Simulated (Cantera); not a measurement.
Input (Python, Cantera) and output of one run.

```python
import numpy as np
import cantera as ct

gas_names = """
    H HNO HNO2 HNO3 HO2 H2 H2O H2O2 N NH NH2 NH3 NH2OH NO NO2 NO3 N2 N2H2 N2H4 N2O O OH O2 O3 Si SiH
    SiH2 SiH3 SiH4 SiN SiO SiO2 Si2 Si2N Si3
""".split()
cond_names = """
    H2O(s) H2O(L) Si(cr) Si(L) SiO2(Lqz) SiO2(hqz) SiO2(L) Si2N2O(s) Si3N4(a)
""".split()


def load(file, names, dense=False):
    # The tables refer to 1 bar. Condensed volumes are neglected.
    table = {s.name: s for s in ct.Species.list_from_file(file)}
    out = []
    for n in names:
        d = dict(table[n].input_data)
        d["thermo"] = dict(d["thermo"], **{"reference-pressure": 1e5})
        if dense:
            d["equation-of-state"] = {"model": "constant-volume", "density": "1e6 g/cm^3"}
        out.append(ct.Species.from_dict(d))
    return out


gas = ct.Solution(thermo="ideal-gas", species=load("nasa_gas.yaml", gas_names))
cond = {s.name: ct.Solution(thermo="fixed-stoichiometry", species=[s], name=s.name)
        for s in load("nasa_condensed.yaml", cond_names, dense=True)}
atoms = {
    'Si3N4': {'Si': 3, 'N': 4},
    'H2O': {'H': 2, 'O': 1},
    'H2': {'H': 2},
}
top_T = {'Si2N2O(s)': 2100, 'Si3N4(a)': 2400}  # K; cautious upper limits of use, not melting points


def equilibrate(T, P, feed):
    n = {}
    for name, mol in feed.items():
        for a, k in atoms[name].items():
            n[a] = n.get(a, 0.0) + k * mol
    gas.TPX = T, P, n
    mass = sum(n.values()) * gas.mean_molecular_weight
    gas.equilibrate("TP")
    valid = [c for c in cond.values() if c.min_temp <= T <= top_T.get(c.name, c.max_temp)]
    mix = ct.Mixture([(gas, mass / gas.mean_molecular_weight)] + [(c, 0.0) for c in valid])
    mix.T, mix.P = T, P
    mix.equilibrate("TP", solver="vcs", rtol=1e-11, max_steps=5000)
    return mix


results = []
feed = {'Si3N4': 1, 'H2O': 0.13, 'H2': 800}  # mol
T = 2125  # K
P = 4800  # Pa
mix = equilibrate(T, P, feed)
results.append((T, P, feed, dict(zip(mix.species_names, mix.species_moles))))
x = sorted(zip(gas.X, gas.species_names), reverse=True)
print(f"T = {T:g} K  P = {P:g} Pa  gas = {mix.phase_moles(0):.4g} mol")
print("   x: " + "  ".join(f"{s} {v:.3e}" for v, s in x if v > 1e-05))
print("   condensed (mol): " + ("  ".join(f"{mix.phase(i).name} {mix.phase_moles(i):.4g}"
      for i in range(1, mix.n_phases) if mix.phase_moles(i) > 1e-12) or "none"))
```

It prints:

```
T = 2125 K  P = 4800 Pa  gas = 811.5 mol
   x: H2 9.775e-01  H 1.639e-02  Si 2.943e-03  N2 2.459e-03  SiH 3.281e-04  SiH2 1.648e-04  SiO 1.602e-04  Si2 3.293e-05
   condensed (mol): none
```

Cantera equilibrium calculation (NASA polynomials, part measured and part estimated; ideal gas, pure solids and liquids). Gases not in the tables: Si2H6 and higher silanes.
